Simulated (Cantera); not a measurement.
Input: 1 mol borazine, 0.16 mol O2, 0.38 mol H2, equilibrated at 1850 °C and 46.0 mbar.

Method: chemical equilibrium by Gibbs-energy minimisation in Cantera with the NASA 1993 tables (ideal gas, pure condensed phases). Candidate condensed phases: B, BN, B2O3, B3O3H3, H2O; 39 gas species. The feed counts by its element totals alone. The tables' values for BH2 are old estimates; treat these amounts as uncertain. Equilibrium is a limit: real reactors are often held back by kinetics, nucleation or transport.

Base state: H2 0.865, HBO 0.0551, N2 0.0427, H 0.0156, BO 0.0129, B2O2 0.00805, BH2 0.000457, HBO2 0.000201 (mole fractions); condensed: BN(s).

### Question
What changes in the equilibrium state with this change: temperature from 1850 °C to 625 °C?

### Answer
```csv
species,before,after
H2,0.865,0.969
N2,0.0427,0.0302
H2O,2.62e-5,0.00108
HBO,0.0551,<1e-9
H,0.0156,<1e-9
BO,0.0129,<1e-9
HBO2,0.000201,3.67e-7
B2O2,0.00805,<1e-9
BH2,0.000457,<1e-9
B2O3,0.000194,<1e-9
B2O,0.000147,<1e-9
B,1.16e-5,<1e-9
"BN(s), mol",2.68,2.79
"B2O3(l), mol",0,0.105
```
